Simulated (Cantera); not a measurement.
A Cantera script and what it prints.

```python
import numpy as np
import cantera as ct

gas_names = """
    C CN CO CO2 C2 CCN CNC C2N2 C2O C3 C3O2 C4 C4N2 C5 N NCO NO NO2 NO3 N2 N2O O O2 O3 Pb PbO Pb2
""".split()
cond_names = """
    C(gr) Pb(cr) Pb(L) PbO(rd) PbO(yw) PbO(L) PbO2(s) Pb3O4(s)
""".split()


# ... load() reads the species with a 1 bar reference pressure and builds the phases ...
atoms = {
    'PbO': {'Pb': 1, 'O': 1},
    'CO': {'C': 1, 'O': 1},
    'N2': {'N': 2},
}
top_T = {'C(gr)': 4500, 'Pb3O4(s)': 820}  # K; cautious upper limits of use, not melting points


# ... equilibrate(T, P, feed) seeds the gas with the atoms and calls Mixture.equilibrate('TP', solver="vcs", rtol=1e-11, max_steps=5000) ...
results = []
feed = {'PbO': 1, 'CO': 0.26, 'N2': 0.12}  # mol
P = 84000  # Pa
for T in [773, 923, 1073, 1223, 1373, 1523, 1673]:
    mix = equilibrate(T, P, feed)
    results.append((T, P, feed, dict(zip(mix.species_names, mix.species_moles))))

top = {s: max(r[3][s] / sum(r[3][g] for g in gas_names) for r in results) for s in gas_names}
cols = sorted((s for s in top if top[s] > 1e-06), key=lambda s: -top[s])[:6]
seen = [c for c in cond_names if any(r[3].get(c, 0) > 1e-12 for r in results)]
print("log10 of partial pressures in bar; condensed amounts in mol")
print(f"{'T/K':>10s}" + "".join(f"{s[:9]:>10s}" for s in cols + seen))
for T, P, feed, n in results:
    ng = sum(n[g] for g in gas_names)
    print(f"{T:10.4g}" + "".join(f"{np.log10(max(n[s] / ng * P / 1e5, 1e-99)):10.3f}" for s in cols)
          + "".join(f"{n.get(c, 0):10.4g}" for c in seen))
```

It prints:

```
log10 of partial pressures in bar; condensed amounts in mol
       T/K       CO2        N2        Pb       PbO        CO       Pb2     Pb(L)   PbO(yw)    PbO(L)
       773    -0.241    -0.576    -7.637   -10.795    -5.210   -15.067      0.26      0.74         0
       923    -0.241    -0.576    -5.596    -7.725    -4.510   -11.641      0.26      0.74         0
      1073    -0.241    -0.576    -4.136    -5.536    -3.998    -9.198    0.2599      0.74         0
      1223    -0.241    -0.577    -3.042    -3.965    -3.545    -7.371    0.2595         0    0.7401
      1373    -0.245    -0.580    -2.193    -2.827    -3.113    -5.956    0.2567         0    0.7397
      1523    -0.264    -0.599    -1.515    -1.929    -2.774    -4.830    0.2446         0    0.7352
      1673    -0.343    -0.676    -0.962    -1.205    -2.552    -3.914    0.1963         0     0.706
```

Equilibrium computed with Cantera from the NASA thermochemical tables; the gas is ideal and each condensed phase is pure. Each liquid is taken as pure. Mutual solubility and eutectic melting of coexisting phases are not modelled. Gases not in the tables: (PbO)n polymers.
